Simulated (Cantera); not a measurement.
What does this Cantera script print?

```python
import numpy as np
import cantera as ct

gas_names = """
    C CN CO CO2 C2 CCN CNC C2N2 C2O C3 C3O2 C4 C4N2 C5 N NCO NO NO2 NO3 N2 N2O O O2 O3 Pb PbO Pb2
""".split()
cond_names = """
    C(gr) Pb(cr) Pb(L) PbO(rd) PbO(yw) PbO(L) PbO2(s) Pb3O4(s)
""".split()


# ... load() reads the species with a 1 bar reference pressure and builds the phases ...
atoms = {
    'Pb': {'Pb': 1},
    'CO': {'C': 1, 'O': 1},
    'N2': {'N': 2},
}
top_T = {'C(gr)': 4500, 'Pb3O4(s)': 820}  # K; cautious upper limits of use, not melting points


# ... equilibrate(T, P, feed) seeds the gas with the atoms and calls Mixture.equilibrate('TP', solver="vcs", rtol=1e-11, max_steps=5000) ...
results = []
feed = {'Pb': 1, 'CO': 0.39, 'N2': 28}  # mol
P = 101325  # Pa
for T in [800, 900, 1000, 1100, 1200, 1300, 1400, 1500, 1600]:
    mix = equilibrate(T, P, feed)
    results.append((T, P, feed, dict(zip(mix.species_names, mix.species_moles))))

top = {s: max(r[3][s] / sum(r[3][g] for g in gas_names) for r in results) for s in gas_names}
cols = sorted((s for s in top if top[s] > 1e-06), key=lambda s: -top[s])[:5]
seen = [c for c in cond_names if any(r[3].get(c, 0) > 1e-12 for r in results)]
print("log10 of partial pressures in bar; condensed amounts in mol")
print(f"{'T/K':>10s}" + "".join(f"{s[:9]:>10s}" for s in cols + seen))
for T, P, feed, n in results:
    ng = sum(n[g] for g in gas_names)
    print(f"{T:10.4g}" + "".join(f"{np.log10(max(n[s] / ng * P / 1e5, 1e-99)):10.3f}" for s in cols)
          + "".join(f"{n.get(c, 0):10.4g}" for c in seen))
```

It prints:

```
log10 of partial pressures in bar; condensed amounts in mol
       T/K        N2        Pb        CO       CO2       Pb2     C(gr)     Pb(L)
       800     0.001    -7.212    -2.204    -2.413   -14.353    0.1077         1
       900     0.000    -5.864    -1.912    -3.077   -12.090   0.02347         1
      1000    -0.000    -4.791    -1.863    -3.972   -10.292  0.002986    0.9995
      1100    -0.000    -3.917    -1.857    -4.769    -8.831 0.0004767    0.9966
      1200    -0.001    -3.192    -1.857    -5.437    -7.620 0.0001024     0.982
      1300    -0.001    -2.581    -1.858    -6.001    -6.602 2.799e-05    0.9263
      1400    -0.004    -2.060    -1.860    -6.486    -5.735 9.203e-06    0.7536
      1500    -0.011    -1.610    -1.867    -6.912    -4.988 3.325e-06    0.2943
      1600    -0.015    -1.463    -1.871    -7.279    -4.828  5.81e-07         0
```

Method: chemical equilibrium by Gibbs-energy minimisation in Cantera with the NASA 1993 tables (ideal gas, pure condensed phases).
